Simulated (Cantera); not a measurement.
Input: 1 mol SiC, 0.022 mol O₂, 10 mol N₂, at 8.50 bar.

Equilibrium computed with Cantera from the NASA thermochemical tables; the gas is ideal and each condensed phase is pure. Candidate condensed phases: C, Si, SiC, SiO₂, Si₂N₂O, Si₃N₄; 34 gas species. N₂ is the only nitrogen source here; it is nearly inert below about 1500 K, so the nitride shown seldom forms there in practice. Mutual solubility and eutectic melting of coexisting phases are not modelled. The numbers say what is thermodynamically allowed, not how fast it happens.

x: gas mole fraction; n: condensed amount in mol.

```
T (K)   x N₂      x CO   x SiO    x C₂N₂  n C(graphite)  n Si₂N₂O(s)  n Si₃N₄(s)  n SiC(s)
-----  -----  --------  ------  --------  -------------  -----------  ----------  --------
925     1.00  1.54e-12  <1e-12    <1e-12           1.00       0.0440       0.304         0
1075    1.00  6.34e-10  <1e-12    <1e-12           1.00       0.0440       0.304         0
1225    1.00   5.83e-8  <1e-12  1.25e-11          1.000       0.0440       0.304         0
1375   1.000   1.97e-6     ___  3.55e-10          1.000       0.0440       0.304         0
1525   1.000   3.28e-5     ___   5.22e-9          1.000       0.0437       0.304         0
1675   1.000  0.000328     ___   4.75e-8          0.997       0.0409       0.306         0
1825   0.998   0.00222     ___   3.00e-7          0.979       0.0231       0.318         0
1975   0.996   0.00434     ___   1.06e-6              0            0      0.0143     0.956
```

Q: Fill in the missing entries.

A: 
- 1375, x SiO: 2.66e-11
- 1525, x SiO: 3.86e-9
- 1675, x SiO: 2.25e-7
- 1825, x SiO: 6.59e-6
- 1975, x SiO: 5.13e-5
